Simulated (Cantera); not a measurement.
Input (Python, Cantera) and output of one run.

```python
import numpy as np
import cantera as ct

gas_names = """
    H HO2 H2 H2O H2O2 O OH O2 O3 Pb PbO Pb2
""".split()
cond_names = """
    H2O(s) H2O(L) Pb(cr) Pb(L) PbO(rd) PbO(yw) PbO(L) PbO2(s) Pb3O4(s)
""".split()


def load(file, names, dense=False):
    # The tables refer to 1 bar. Condensed volumes are neglected.
    table = {s.name: s for s in ct.Species.list_from_file(file)}
    out = []
    for n in names:
        d = dict(table[n].input_data)
        d["thermo"] = dict(d["thermo"], **{"reference-pressure": 1e5})
        if dense:
            d["equation-of-state"] = {"model": "constant-volume", "density": "1e6 g/cm^3"}
        out.append(ct.Species.from_dict(d))
    return out


gas = ct.Solution(thermo="ideal-gas", species=load("nasa_gas.yaml", gas_names))
cond = {s.name: ct.Solution(thermo="fixed-stoichiometry", species=[s], name=s.name)
        for s in load("nasa_condensed.yaml", cond_names, dense=True)}
atoms = {
    'PbO': {'Pb': 1, 'O': 1},
    'H2': {'H': 2},
}
top_T = {'Pb3O4(s)': 820}  # K; cautious upper limits of use, not melting points


def equilibrate(T, P, feed):
    n = {}
    for name, mol in feed.items():
        for a, k in atoms[name].items():
            n[a] = n.get(a, 0.0) + k * mol
    gas.TPX = T, P, n
    mass = sum(n.values()) * gas.mean_molecular_weight
    gas.equilibrate("TP")
    valid = [c for c in cond.values() if c.min_temp <= T <= top_T.get(c.name, c.max_temp)]
    mix = ct.Mixture([(gas, mass / gas.mean_molecular_weight)] + [(c, 0.0) for c in valid])
    mix.T, mix.P = T, P
    mix.equilibrate("TP", solver="vcs", rtol=1e-11, max_steps=5000)
    return mix


results = []
T = 2198.15  # K
P = 52000  # Pa
for m in [59, 100, 150, 190, 240, 280, 330, 370, 420, 460, 510]:
    feed = {'PbO': 1, 'H2': m}  # mol
    mix = equilibrate(T, P, feed)
    results.append((T, P, feed, dict(zip(mix.species_names, mix.species_moles))))
    x = sorted(zip(gas.X, gas.species_names), reverse=True)
    print(f"T = {T:g} K  P = {P:g} Pa  n(H2) = {m:g} mol  gas = {mix.phase_moles(0):.4g} mol")
    print("   x: " + "  ".join(f"{s} {v:.3e}" for v, s in x if v > 1e-06))
    print("   condensed (mol): " + ("  ".join(f"{mix.phase(i).name} {mix.phase_moles(i):.4g}"
          for i in range(1, mix.n_phases) if mix.phase_moles(i) > 1e-12) or "none"))
```

It prints:

```
T = 2198.15 K  P = 52000 Pa  n(H2) = 59 mol  gas = 60.23 mol
   x: H2 9.592e-01  Pb 1.660e-02  H2O 1.658e-02  H 7.570e-03  OH 1.821e-05  PbO 2.530e-06
   condensed (mol): none
T = 2198.15 K  P = 52000 Pa  n(H2) = 100 mol  gas = 101.4 mol
   x: H2 9.727e-01  Pb 9.862e-03  H2O 9.852e-03  H 7.623e-03  OH 1.074e-05
   condensed (mol): none
T = 2198.15 K  P = 52000 Pa  n(H2) = 150 mol  gas = 151.6 mol
   x: H2 9.792e-01  H 7.648e-03  Pb 6.597e-03  H2O 6.590e-03  OH 7.162e-06
   condensed (mol): none
T = 2198.15 K  P = 52000 Pa  n(H2) = 190 mol  gas = 191.7 mol
   x: H2 9.819e-01  H 7.659e-03  Pb 5.215e-03  H2O 5.210e-03  OH 5.654e-06
   condensed (mol): none
T = 2198.15 K  P = 52000 Pa  n(H2) = 240 mol  gas = 241.9 mol
   x: H2 9.841e-01  H 7.667e-03  Pb 4.133e-03  H2O 4.129e-03  OH 4.476e-06
   condensed (mol): none
T = 2198.15 K  P = 52000 Pa  n(H2) = 280 mol  gas = 282.1 mol
   x: H2 9.852e-01  H 7.672e-03  Pb 3.545e-03  H2O 3.541e-03  OH 3.837e-06
   condensed (mol): none
T = 2198.15 K  P = 52000 Pa  n(H2) = 330 mol  gas = 332.3 mol
   x: H2 9.863e-01  H 7.676e-03  Pb 3.009e-03  H2O 3.006e-03  OH 3.256e-06
   condensed (mol): none
T = 2198.15 K  P = 52000 Pa  n(H2) = 370 mol  gas = 372.4 mol
   x: H2 9.870e-01  H 7.678e-03  Pb 2.685e-03  H2O 2.682e-03  OH 2.904e-06
   condensed (mol): none
T = 2198.15 K  P = 52000 Pa  n(H2) = 420 mol  gas = 422.6 mol
   x: H2 9.876e-01  H 7.681e-03  Pb 2.366e-03  H2O 2.364e-03  OH 2.558e-06
   condensed (mol): none
T = 2198.15 K  P = 52000 Pa  n(H2) = 460 mol  gas = 462.8 mol
   x: H2 9.880e-01  H 7.682e-03  Pb 2.161e-03  H2O 2.158e-03  OH 2.336e-06
   condensed (mol): none
T = 2198.15 K  P = 52000 Pa  n(H2) = 510 mol  gas = 513 mol
   x: H2 9.884e-01  H 7.684e-03  Pb 1.949e-03  H2O 1.947e-03  OH 2.107e-06
   condensed (mol): none
```

Cantera equilibrium calculation (NASA polynomials, part measured and part estimated; ideal gas, pure solids and liquids).
